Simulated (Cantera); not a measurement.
Input: 1 mol MgF₂, 17 mol N₂, equilibrated at 827 °C and 88.0 Pa.

These are equilibrium values from Cantera (NASA tables, ideal gas, pure condensed phases), not measurements of a reactor. Candidate condensed phases: Mg, MgF₂; 13 gas species. The numbers say what is thermodynamically allowed, not how fast it happens.

Base state: N₂ 1.000 (mole fractions); condensed: MgF₂(s).

Question: What changes in the equilibrium state with this change: 0.28 mol NH₃ added?

Answer: 
```csv
species,before,after
N₂,1.000,0.976
H₂,0,0.0239
HF,0,1.81e-5
"MgF₂(s), mol",1.000,1.000
```
